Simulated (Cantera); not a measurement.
Cantera run:

```python
import numpy as np
import cantera as ct

gas_names = """
    Br Br2 H HBr H2 Si SiBr SiBr2 SiBr3 SiBr4 SiH SiHBr3 SiH2 SiH2Br2 SiH3 SiH3Br SiH4 Si2 Si3
""".split()
cond_names = """
    Br2(cr) Br2(L) Si(cr) Si(L)
""".split()


# ... load() reads the species with a 1 bar reference pressure and builds the phases ...
atoms = {
    'Si': {'Si': 1},
    'Br2': {'Br': 2},
    'H2': {'H': 2},
}
top_T = {}  # K; cautious upper limits of use, not melting points


# ... equilibrate(T, P, feed) seeds the gas with the atoms and calls Mixture.equilibrate('TP', solver="vcs", rtol=1e-11, max_steps=5000) ...
results = []
feed = {'Si': 1, 'Br2': 0.76, 'H2': 24}  # mol
P = 2700  # Pa
for T in [923, 973, 1023, 1073, 1123, 1173, 1223, 1273, 1323, 1373, 1423, 1473, 1523]:
    mix = equilibrate(T, P, feed)
    results.append((T, P, feed, dict(zip(mix.species_names, mix.species_moles))))

top = {s: max(r[3][s] / sum(r[3][g] for g in gas_names) for r in results) for s in gas_names}
cols = sorted((s for s in top if top[s] > 1e-05), key=lambda s: -top[s])[:7]
seen = [c for c in cond_names if any(r[3].get(c, 0) > 1e-12 for r in results)]
print("log10 of partial pressures in bar; condensed amounts in mol")
print(f"{'T/K':>10s}" + "".join(f"{s[:9]:>10s}" for s in cols + seen))
for T, P, feed, n in results:
    ng = sum(n[g] for g in gas_names)
    print(f"{T:10.4g}" + "".join(f"{np.log10(max(n[s] / ng * P / 1e5, 1e-99)):10.3f}" for s in cols)
          + "".join(f"{n.get(c, 0):10.4g}" for c in seen))
```

Output:

```
log10 of partial pressures in bar; condensed amounts in mol
       T/K        H2       HBr     SiBr4     SiBr2    SiHBr3        Br     SiBr3    Si(cr)
       923    -1.581    -3.354    -3.556    -5.188    -4.476    -8.640    -5.707    0.7084
       973    -1.584    -3.191    -3.650    -4.797    -4.532    -8.035    -5.465    0.7506
      1023    -1.587    -3.060    -3.794    -4.475    -4.628    -7.503    -5.293    0.7957
      1073    -1.590    -2.964    -4.013    -4.229    -4.782    -7.043    -5.203    0.8355
      1123    -1.592    -2.904    -4.326    -4.061    -5.006    -6.651    -5.206    0.8617
      1173    -1.593    -2.876    -4.717    -3.963    -5.290    -6.320    -5.289    0.8725
      1223    -1.593    -2.866    -5.145    -3.906    -5.602    -6.032    -5.416    0.8734
      1273    -1.594    -2.865    -5.569    -3.870    -5.911    -5.774    -5.556      0.87
      1323    -1.594    -2.868    -5.973    -3.844    -6.207    -5.539    -5.696    0.8651
      1373    -1.594    -2.871    -6.353    -3.823    -6.484    -5.322    -5.829      0.86
      1423    -1.593    -2.876    -6.709    -3.806    -6.745    -5.121    -5.956     0.855
      1473    -1.593    -2.880    -7.043    -3.791    -6.989    -4.934    -6.076    0.8504
      1523    -1.593    -2.885    -7.358    -3.779    -7.219    -4.759    -6.190    0.8462
```

Method: chemical equilibrium by Gibbs-energy minimisation in Cantera with the NASA 1993 tables (ideal gas, pure condensed phases). The tables' values for SiBr3, SiBr are old estimates; treat these amounts as uncertain.
